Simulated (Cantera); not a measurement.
Charge: 1 mol Ti, a varied amount of C₃H₈, 12 mol H₂, equilibrated at 1175 °C and 56.3 Torr.

Equilibrium computed with Cantera from the NASA thermochemical tables; the gas is ideal and each condensed phase is pure. Candidate condensed phases: C, C₆H₆, C₇H₈, C₈H₁₈, Ti, TiC; 77 gas species. TiC: taken at fixed stoichiometry. Equilibrium is a limit: real reactors are often held back by kinetics, nucleation or transport.

Q: At 1.1 mol C₃H₈, list the 3 most abundant gas species with their mole fractions, and the condensed phases.

A: H₂ 1.000, CH₄ 0.000250, H 3.37e-5. Condensed: C(graphite) + TiC(s).
